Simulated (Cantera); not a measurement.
A perfectly stirred reactor is fed with CO : H2 : O2 : N2 = 1 : 1.2 : 0.647 : 2.43 (molar parts), at 3.55 atm; it is adiabatic with a 375 K inlet, and is followed from long to short residence time, starting on the burning branch (τ in s: 0.24, 0.083, 0.029, 0.01, 0.0035, 0.0012, 0.00042, 0.00015, 5.2e-05).

Computed with Cantera and GRI-Mech 3.0 (53 species, 325 reactions). The hydrogen kinetics of GRI-Mech 3.0 are dated; newer H2 mechanisms differ, most at raised pressure.

What does this change do: pressure from 3.55 atm to 0.326 atm?


```csv
quantity,before,after
"blow-out, bracketed by the residence times tried","burning at 52.0 µs, the shortest tried","burning at 0.150 ms, out at 52.0 µs"
x(CO) at τ = 0.240 s,0.135,0.134
x(H2) at τ = 0.240 s,0.0603,0.0601
x(O2) at τ = 0.240 s,1.80e-5,0.000274
x(NO2) at τ = 0.240 s,1.06e-9,2.89e-9
x(OH) at τ = 0.240 s,0.000579,0.00273
x(CO) at τ = 3.50 ms,0.134,0.128
x(H2) at τ = 3.50 ms,0.0601,0.0612
x(O2) at τ = 3.50 ms,0.000286,0.00471
x(NO2) at τ = 3.50 ms,1.75e-9,6.52e-10
x(OH) at τ = 3.50 ms,0.00204,0.00824
```

What does this change do: pressure from 3.55 atm to 9.87 atm?


```csv
quantity,before,after
"blow-out, bracketed by the residence times tried","burning at 52.0 µs, the shortest tried","burning at 52.0 µs, the shortest tried"
x(CO) at τ = 0.240 s,0.135,0.135
x(H2) at τ = 0.240 s,0.0603,0.0604
x(O2) at τ = 0.240 s,1.80e-5,7.79e-6
x(NO2) at τ = 0.240 s,1.06e-9,6.63e-10
x(OH) at τ = 0.240 s,0.000579,0.000333
x(CO) at τ = 3.50 ms,0.134,0.135
x(H2) at τ = 3.50 ms,0.0601,0.0603
x(O2) at τ = 3.50 ms,0.000286,0.000143
x(NO2) at τ = 3.50 ms,1.75e-9,1.04e-9
x(OH) at τ = 3.50 ms,0.00204,0.000845
```
